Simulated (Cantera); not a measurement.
A perfectly stirred reactor is fed with CH₄ : N₂ = 0.13 : 89 (molar parts), at 1330 Pa; it is held at 1823 K, and followed from long to short residence time.

Detailed kinetics in Cantera: GRI-Mech 3.0 (53 species, 325 reactions). GRI-Mech 3.0 stops at C3 and has no aromatics, soot or wall deposition, so with more carbon than oxygen in the feed, carbon stays in small species such as C2H2 where larger ones or solid carbon would form. Radical loss at walls, strong at low pressure, is not modelled.

Predict: x(CH₄) at τ = 3.60 s; x(C₂H₆) at τ = 3.60 s; x(HCN) at τ = 3.60 s; x(H₂) at τ = 3.60 s; x(H) at τ = 3.60 s; x(CH₄) at τ = 0.170 s; x(C₂H₆) at τ = 0.170 s; x(HCN) at τ = 0.170 s; x(H₂) at τ = 0.170 s; x(H) at τ = 0.170 s.


```json
{
 "x(CH₄) at τ = 3.60 s": "0.000139",
 "x(C₂H₆) at τ = 3.60 s": "2.14e-9",
 "x(HCN) at τ = 3.60 s": "0.000109",
 "x(H₂) at τ = 3.60 s": "0.00192",
 "x(H) at τ = 3.60 s": "2.81e-5",
 "x(CH₄) at τ = 0.170 s": "0.000892",
 "x(C₂H₆) at τ = 0.170 s": "2.43e-8",
 "x(HCN) at τ = 0.170 s": "2.68e-6",
 "x(H₂) at τ = 0.170 s": "0.000701",
 "x(H) at τ = 0.170 s": "1.01e-5"
}
```
